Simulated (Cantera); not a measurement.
Cantera with NASA thermochemical tables; ideal gases at 1 bar, condensed phases pure. Values are per mole of reaction as written; species without (g) are pure solids or liquids, kept so even where they would boil at 1 bar. TaC: taken at fixed stoichiometry.

4 H2(g) + 3 TaC → C3H8(g) + 3 Ta

| T (K) | ΔH° (kJ) | ΔS° (J/K) | ΔG° (kJ) | log10 K |
|---|---|---|---|---|
| 2448 | 293.8 | -319.7 | 1076.5 | -22.97 |
| 2498 | ? | ? | ? | ? |
| 2548 | 294.0 | -319.6 | 1108.5 | -22.72 |
| 2598 | ? | ? | ? | ? |
| 2648 | 294.3 | -319.5 | 1140.4 | -22.50 |
| 2698 | 294.5 | -319.5 | 1156.4 | -22.39 |
| 2748 | 294.7 | -319.4 | 1172.4 | -22.28 |
| 2798 | 294.9 | -319.3 | 1188.3 | -22.18 |
| 2848 | 295.2 | -319.2 | 1204.3 | -22.09 |
| 2898 | 295.4 | -319.1 | 1220.3 | -21.99 |

Problem. Complete the blanks.

Solution. 
- 2498, ΔH° (kJ): 293.9
- 2498, ΔS° (J/K): -319.7
- 2498, ΔG° (kJ): 1092.5
- 2498, log10 K: -22.84
- 2598, ΔH° (kJ): 294.2
- 2598, ΔS° (J/K): -319.6
- 2598, ΔG° (kJ): 1124.5
- 2598, log10 K: -22.61
